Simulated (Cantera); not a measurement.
Feed: 1 mol Si₃N₄, 4.1 mol F₂, 25 mol N₂, 5.1 mol HCl, at 1250 K and 1.00 bar.

Equilibrium computed with Cantera from the NASA thermochemical tables; the gas is ideal and each condensed phase is pure. Candidate condensed phases: NH₄Cl, Si, Si₃N₄; 49 gas species. The tables' values for SiCl₃, SiF₃ are old estimates; treat these amounts as uncertain. The numbers say what is thermodynamically allowed, not how fast it happens.

Base state: N₂ 0.800, HCl 0.0937, SiF₄ 0.0611, H₂ 0.0291, SiCl₄ 0.0145, HF 0.000548, SiCl₃ 0.000212, SiHF₃ 0.000184 (mole fractions); condensed: Si₃N₄(s).

Q: What changes in the equilibrium state with this change: HCl from 5.1 to 14 mol?

A: 
```tsv
species	before	after
N₂	0.800	0.641
HCl	0.0937	0.242
SiF₄	0.0611	0.0483
H₂	0.0291	0.0448
SiCl₄	0.0145	0.0225
SiCl₂	2.21e-5	7.95e-6
SiF₃	0.000111	4.99e-5
HF	0.000548	0.00119
SiHF₃	0.000184	0.000102
SiCl₃	0.000212	0.000158
Si₃N₄(s), mol	0.152	0
```
